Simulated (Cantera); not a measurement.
**Metals in furnace atmospheres: Ni + H2S + N2**

Feed: 1 mol Ni, 0.48 mol H2S, a varied amount of N2, at 1673 K and 2.25 Torr.

Cantera equilibrium calculation (NASA polynomials, part measured and part estimated; ideal gas, pure solids and liquids). Candidate condensed phases: Ni, NiS, NiS2, Ni3S2, Ni3S4, S; 17 gas species. Metal and sulfide melt together well below either melting point, which pure phases cannot show. Mutual solubility and eutectic melting of coexisting phases are not modelled. Equilibrium is a limit: real reactors are often held back by kinetics, nucleation or transport.

| n(N2) (mol) | x N2 | x H2 | x S2 | x H2S | x SH | n Ni(s) | n Ni3S2(l) |
|---|---|---|---|---|---|---|---|
| 1.9 | 0.776 | 0.192 | 0.0247 | 0.00283 | 0.00206 | 0.481 | 0.172 |
| 3.1 | 0.842 | 0.127 | 0.0247 | 0.00188 | 0.00168 | 0.575 | 0.141 |
| 4.9 | 0.886 | 0.0846 | 0.0247 | 0.00125 | 0.00137 | 0.715 | 0.0934 |
| 7.9 | 0.917 | 0.0541 | 0.0247 | 0.000798 | 0.00110 | 0.948 | 0.0148 |
| 13 | 0.947 | 0.0340 | 0.0165 | 0.000410 | 0.000710 | 0.989 | 0 |
| 20 | 0.964 | 0.0225 | 0.0109 | 0.000221 | 0.000469 | 0.984 | 0 |
| 33 | 0.978 | 0.0139 | 0.00665 | 0.000106 | 0.000288 | 0.976 | 0 |
| 53 | 0.986 | 0.00869 | 0.00414 | 5.25e-5 | 0.000180 | 0.963 | 0 |
| 85 | 0.991 | 0.00544 | 0.00256 | 2.58e-5 | 0.000112 | 0.944 | 0 |
x: gas mole fraction; n: condensed amount in mol.

From 1.9 mol N2 to 7.9 mol N2 the condensed part is Ni(s) + Ni3S2(l). From 13 mol N2 to 85 mol N2 the condensed part is Ni(s). The main Ni-bearing gas is Ni throughout. The share of Ni in condensed phases is highest at 1.9 mol N2 (99.8 %) and lowest at 85 mol N2 (94.4 %).
